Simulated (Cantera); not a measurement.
# Catalytic stagnation flow on Pt

A jet of 1.50 % CH4, 13.9 % O2, 84.6 % N2 at 300 K and 69.8 Torr hits a platinum plate 9.8 cm away at a mass flux of 0.06 kg/m²/s; the plate temperature is set and raised in steps from an oxygen-covered start.

Model: Deutschmann's 1995 Pt surface mechanism with GRI-Mech 3.0 gas chemistry, integrated in Cantera. Catalytic surfaces can have several steady states; this one follows from the mechanism file's or the stated starting coverage.

```tsv
plate T (K)	wall x CH4	wall x O2	wall x H2O	wall x OH	wall x CO	wall x CO2	θ free Pt	θ O*
850	0.0116	0.132	0.00634	<1e-8	3.03e-6	0.00414	0.131	0.868
900	0.00899	0.126	0.0112	2.23e-8	3.34e-6	0.00732	0.191	0.809
950	0.00660	0.121	0.0156	7.12e-8	3.37e-6	0.0102	0.256	0.744
1000	0.00481	0.118	0.0189	1.93e-7	3.31e-6	0.0124	0.323	0.676
1050	0.00358	0.115	0.0211	4.66e-7	3.26e-6	0.0139	0.391	0.609
1100	0.00275	0.113	0.0226	1.01e-6	3.28e-6	0.0149	0.457	0.542
```
x: mole fraction at the wall; θ: surface coverage.
